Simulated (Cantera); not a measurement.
Charge: 1 mol B, 0.64 mol O2, 0.56 mol N2, held at 1473 K and 100 Torr.

Method: chemical equilibrium by Gibbs-energy minimisation in Cantera with the NASA 1993 tables (ideal gas, pure condensed phases). Candidate condensed phases: B, BN, B2O3; 17 gas species. N2 is the only nitrogen source here; it is nearly inert below about 1500 K, so the nitride shown seldom forms there in practice. Mutual solubility and eutectic melting of coexisting phases are not modelled. The numbers say what is thermodynamically allowed, not how fast it happens.

Base state: N2 1.000, B2O3 9.27e-5 (mole fractions); condensed: BN(s) + B2O3(l).

### Question
What changes in the equilibrium state with this change: B replaced by B2O3?

### Answer
| species | before | after |
|---|---|---|
| O2 | <1e-9 | 0.533 |
| N2 | 1.000 | 0.466 |
| NO | <1e-9 | 0.00131 |
| B2O3 | 9.27e-5 | 9.27e-5 |
| BO2 | 3.68e-9 | 2.62e-5 |
| BN(s), mol | 0.147 | 0 |
| B2O3(l), mol | 0.427 | 1.000 |
